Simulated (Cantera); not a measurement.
## Low-pressure radical oxidation in H2/O2

A perfectly stirred reactor is fed with 2.63 % H2, 97.4 % O2, equivalence ratio 0.013, at 1.05 Torr; it is held at 1400 K, and followed from long to short residence time.

Cantera simulation using GRI-Mech 3.0 (53 species, 325 reactions); the numbers are that mechanism's predictions, not measurements. Radical loss at walls, strong at low pressure, is not modelled.

```tsv
τ (s)	x H2	x O2	x H	x H2O2	x H2O	x O	x OH
4.6	0.000217	0.955	0.00125	2.84e-9	0.0240	0.0167	0.00298
2.1	0.000258	0.952	0.00151	2.94e-9	0.0237	0.0189	0.00316
0.94	0.000308	0.951	0.00168	3.03e-9	0.0235	0.0202	0.00329
0.42	0.000394	0.950	0.00179	3.13e-9	0.0233	0.0207	0.00340
0.19	0.000566	0.950	0.00189	3.32e-9	0.0230	0.0207	0.00355
0.087	0.000922	0.951	0.00200	3.65e-9	0.0225	0.0203	0.00380
0.040	0.00165	0.951	0.00215	4.21e-9	0.0215	0.0192	0.00420
0.018	0.00316	0.953	0.00229	5.00e-9	0.0196	0.0173	0.00474
0.0082	0.00607	0.956	0.00227	5.70e-9	0.0165	0.0142	0.00517
```
x: mole fraction; the columns are a selection and need not sum to one.
